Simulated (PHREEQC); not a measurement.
# Reverse-osmosis permeate

Synthetic water in mg/L, 25 °C, pH 7, pe -1.7:

```json
[
 {"constituent": "Na", "mg/L": "2.64"},
 {"constituent": "K", "mg/L": "1.32"},
 {"constituent": "Ca", "mg/L": "13.7"},
 {"constituent": "Mg", "mg/L": "0.242"},
 {"constituent": "Cl", "mg/L": "4.51"},
 {"constituent": "S(6) as SO4", "mg/L": "3.53"},
 {"constituent": "Alkalinity as HCO3", "mg/L": "39.7"},
 {"constituent": "F", "mg/L": "0.00346"}
]
```

Valence states are taken as typed.

All values are PHREEQC results (ion-association model, wateq4f.dat), not measurements.

Precipitation was switched off in this run.

**Question.** What charge-balance error does the model give?

**Answer.** charge-balance error 0.0 %.

**Question.** In which forms is S present?

**Answer.** SO4-2 95 %, CaSO4 4.7 % of the S.

Complexes and solids missing from the database can't appear.
